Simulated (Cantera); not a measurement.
**Thermodynamics of abatement and gas-phase synthesis, feed HCl + H2O + H2**

Input: 1 mol HCl, 2.2 mol H2O, 2.6 mol H2, held at 10.0 mbar.

Equilibrium computed with Cantera from the NASA thermochemical tables; the gas is ideal and each condensed phase is pure. Candidate condensed phases: H2O; 14 gas species. Kinetics and transport are ignored.

```tsv
T (K)	x H	x H2	x H2O	x HCl	x O	x Cl	x OH	x O2
1375	2.29e-5	0.448	0.379	0.172	1.65e-11	7.31e-6	3.49e-7	6.70e-12
1525	0.000158	0.448	0.379	0.172	1.26e-9	4.89e-5	4.16e-6	4.95e-10
1675	0.000777	0.448	0.379	0.172	4.46e-8	0.000233	3.18e-5	1.70e-8
1825	0.00294	0.446	0.378	0.171	8.83e-7	0.000861	0.000174	3.30e-7
1975	0.00910	0.443	0.376	0.169	1.12e-5	0.00259	0.000737	4.10e-6
2125	0.0239	0.434	0.370	0.163	9.90e-5	0.00659	0.00253	3.60e-5
2275	0.0547	0.415	0.356	0.151	0.000660	0.0144	0.00730	0.000237
2425	0.111	0.384	0.324	0.131	0.00342	0.0270	0.0178	0.00119
2575	0.201	0.338	0.262	0.102	0.0136	0.0428	0.0352	0.00430
2725	0.328	0.277	0.167	0.0693	0.0392	0.0570	0.0521	0.00956
2875	0.474	0.200	0.0757	0.0403	0.0791	0.0654	0.0537	0.0119
```
x: gas mole fraction; nothing condenses.

From 1375 K to 2875 K nothing is condensed.
